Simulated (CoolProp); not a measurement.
A single-stage vapour-compression cycle with the fluid: evaporating at 276.15 K (dew point), condensing at 337.15 K (bubble point), superheat 8 K, subcooling 8 K, compressor efficiency 0.8, no pressure losses. The same conditions are run with several fluids, on thermodynamics alone (safety and materials aside).

Computed with CoolProp (reference Helmholtz-energy equation of state of each fluid (n-pentane: Thol 2019; sulfur dioxide: Gao 2016; isobutane: Bücker 2006; R21: Platzer 1990; R152A: Outcalt 1996; n-perfluorohexane: Gao 2022)). The equations of Platzer and Polt are older, rougher fits.

```csv
fluid,cooling COP,pressure ratio,discharge temperature (K),refrigerating effect (kJ/kg),volumetric capacity (kJ/m³)
n-pentane,2.97,8.59,?,271,236
sulfur dioxide,2.94,6.96,450.2,309,1520
isobutane,?,5.46,344.7,234,1060
R21,3.08,7.21,390.8,191,687
R152A,?,5.61,371.5,216,1920
n-perfluorohexane,2.37,12.5,337.1,49.0,72.1
```

Problem. Fill in the missing entries.

Solution. 
- n-pentane, discharge temperature (K): 341.8
- isobutane, cooling COP: 2.80
- R152A, cooling COP: 2.85

The compression ends wet for: n-perfluorohexane.
